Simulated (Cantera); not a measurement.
What does this Cantera script print?

```python
import numpy as np
import cantera as ct

gas_names = """
    B BF BF2 BF3 BH BHF2 BH2 BH3 BO BOF BOF2 BO2 B2 B2O B2O2 B2O3 B3O3F3 B3O3H3 F FO FO2 F2 F2O H HBO
    HBO2 HF HOF HO2 H2 H2F2 H2O H2O2 H3B3O6 H3F3 H4F4 H5F5 H6F6 H7F7 O OH O2 O3
""".split()
cond_names = """
    B(b) B(L) B2O3(L) B3O3H3(cr) H2O(s) H2O(L)
""".split()


# ... load() reads the species with a 1 bar reference pressure and builds the phases ...
atoms = {
    'BF3': {'B': 1, 'F': 3},
    'O2': {'O': 2},
    'H2': {'H': 2},
}
top_T = {}  # K; cautious upper limits of use, not melting points


# ... equilibrate(T, P, feed) seeds the gas with the atoms and calls Mixture.equilibrate('TP', solver="vcs", rtol=1e-11, max_steps=5000) ...
results = []
feed = {'BF3': 1, 'O2': 0.21, 'H2': 34}  # mol
T = 1998.15  # K
P = 78  # Pa
mix = equilibrate(T, P, feed)
results.append((T, P, feed, dict(zip(mix.species_names, mix.species_moles))))
print(gas.report(threshold=0.001))
for i in range(1, mix.n_phases):
    print(f"{mix.phase(i).name:16s} {mix.phase_moles(i):12.5e} mol")
```

Output:

```
       temperature   1998.2 K
          pressure   78 Pa
           density   1.8188e-05 kg/m^3
  mean mol. weight   3.8739 kg/kmol
   phase of matter   gas

                          1 kg             1 kmol
                     ---------------   ---------------
          enthalpy        1.0416e+07        4.0349e+07  J
   internal energy         6.127e+06        2.3735e+07  J
           entropy             66073        2.5596e+05  J/K
    Gibbs function       -1.2161e+08        -4.711e+08  J
 heat capacity c_p            8743.8             33872  J/K
 heat capacity c_v            6597.5             25558  J/K

                      mass frac. Y      mole frac. X     chem. pot. / RT
                     ---------------   ---------------   ---------------
                BF          0.097538          0.012676           -46.761
               BF2          0.032857         0.0026079           -84.556
               BOF           0.12544          0.010608           -81.347
                 H          0.013937          0.053563           -13.388
                HF           0.26602           0.05151           -51.183
                H2           0.45164           0.86784           -26.776
     [  +37 minor]          0.012569         0.0011905

B(b)              0.00000e+00 mol
B2O3(L)           0.00000e+00 mol
B3O3H3(cr)        0.00000e+00 mol
```

Equilibrium computed with Cantera from the NASA thermochemical tables; the gas is ideal and each condensed phase is pure. The tables' values for BF2 are old estimates; treat these amounts as uncertain.
